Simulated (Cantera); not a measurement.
What does this Cantera script print?

```python
import numpy as np
import cantera as ct

gas_names = """
    F F2 H HF H2 H2F2 H3F3 H4F4 H5F5 H6F6 H7F7 N NF NF2 NF3 NH NH2 NH3 N2 N2H2 N2H4 Si SiF SiF2 SiF3
    SiF4 SiH SiHF3 SiH2 SiH2F2 SiH3 SiH3F SiH4 SiN Si2 Si2N Si3
""".split()
cond_names = """
    Si(cr) Si(L) Si3N4(a)
""".split()


# ... load() reads the species with a 1 bar reference pressure and builds the phases ...
atoms = {
    'Si3N4': {'Si': 3, 'N': 4},
    'H2': {'H': 2},
    'NF3': {'N': 1, 'F': 3},
}
top_T = {'Si3N4(a)': 2400}  # K; cautious upper limits of use, not melting points


# ... equilibrate(T, P, feed) seeds the gas with the atoms and calls Mixture.equilibrate('TP', solver="vcs", rtol=1e-11, max_steps=5000) ...
results = []
feed = {'Si3N4': 1, 'H2': 380, 'NF3': 3.2}  # mol
T = 750  # K
P = 51  # Pa
mix = equilibrate(T, P, feed)
results.append((T, P, feed, dict(zip(mix.species_names, mix.species_moles))))
x = sorted(zip(gas.X, gas.species_names), reverse=True)
print(f"T = {T:g} K  P = {P:g} Pa  gas = {mix.phase_moles(0):.4g} mol")
print("   x: " + "  ".join(f"{s} {v:.3e}" for v, s in x if v > 0.0001))
print("   condensed (mol): " + ("  ".join(f"{mix.phase(i).name} {mix.phase_moles(i):.4g}"
      for i in range(1, mix.n_phases) if mix.phase_moles(i) > 1e-12) or "none"))
```

It prints:

```
T = 750 K  P = 51 Pa  gas = 385.6 mol
   x: H2 9.855e-01  N2 8.296e-03  SiF4 6.217e-03
   condensed (mol): Si3N4(a) 0.2006
```

Equilibrium computed with Cantera from the NASA thermochemical tables; the gas is ideal and each condensed phase is pure.
